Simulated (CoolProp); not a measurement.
Vapour pressure (MPa) of the fluoroketone C6F12O (FK-5-1-12): the reference equation beside estimates from Tc = 441.8 K, pc = 1.869 MPa, ω = 0.471.

Model: reference Helmholtz-energy equation of state, McLinden 2015, in CoolProp.

```csv
T (K),reference,van der Waals,Redlich-Kwong
287.3,___,0.2545,0.08495
295.3,0.03578,0.2947,0.1093
303.4,0.05016,0.3395,0.1387
311.5,0.06879,0.3886,___
319.5,0.09216,___,0.2138
327.6,0.1217,0.4994,0.2609
335.6,___,0.5613,0.3142
343.7,0.2020,0.6288,0.3755
351.8,0.2553,0.7012,0.4446
359.8,___,0.7776,0.5210
367.9,0.3923,0.8602,0.6071
375.9,0.4783,0.9469,0.7012
384,0.5791,1.040,___
```

**Question.** Some entries are withheld; supply them.

**Answer.** 
- 287.3, reference: 0.02503
- 311.5, Redlich-Kwong: 0.1736
- 319.5, van der Waals: 0.4414
- 335.6, reference: 0.1577
- 359.8, reference: 0.3178
- 384, Redlich-Kwong: 0.8061

Absolute difference from the reference over all 13 rows, mean and median: van der Waals 342.7 and 255.9 %, Redlich-Kwong 114.1 and 99.2 %.
